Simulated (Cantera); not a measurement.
An isothermal, constant-pressure homogeneous reactor starts with 5.79 % CH4, 92.6 % N2, 1.62 % H2O, at 2000 K and 0.0140 bar.

Model: GRI-Mech 3.0 (53 species, 325 reactions), integrated in Cantera. GRI-Mech 3.0 stops at C3 and has no aromatics, soot or wall deposition, so with more carbon than oxygen in the feed, carbon stays in small species such as C2H2 where larger ones or solid carbon would form. Radical loss at walls, strong at low pressure, is not modelled.

### Question
Predict: x(CH4) at 60.0 s; x(CH3) at 60.0 s; x(CH2) at 60.0 s; x(C2H4) at 60.0 s; x(H) at 60.0 s; x(HCN) at 60.0 s.

### Answer
```
Property                                             Value
-----------------  ---------------------------------------
x(CH4) at 60.0 s   3.22e-7 (gas-phase equilibrium 3.60e-7)
x(CH3) at 60.0 s   2.76e-7 (gas-phase equilibrium 3.09e-7)
x(CH2) at 60.0 s   1.56e-8 (gas-phase equilibrium 1.74e-8)
x(C2H4) at 60.0 s  1.78e-7 (gas-phase equilibrium 2.62e-8)
x(H) at 60.0 s     0.00440 (gas-phase equilibrium 0.00440)
x(HCN) at 60.0 s    0.00103 (gas-phase equilibrium 0.0331)
```
